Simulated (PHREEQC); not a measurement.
Solution (85 °C): 50 mmol/kgw NH4Cl. Closed to the air; pH follows from the charge balance.

The numbers come from PHREEQC with the ion-association model, phreeqc.dat.

No solid was allowed to form.

Task: What pH does the model give?

Result: pH 4.61.

At this temperature some constants are extrapolated from 25 °C, and those without enthalpy data are left unchanged.
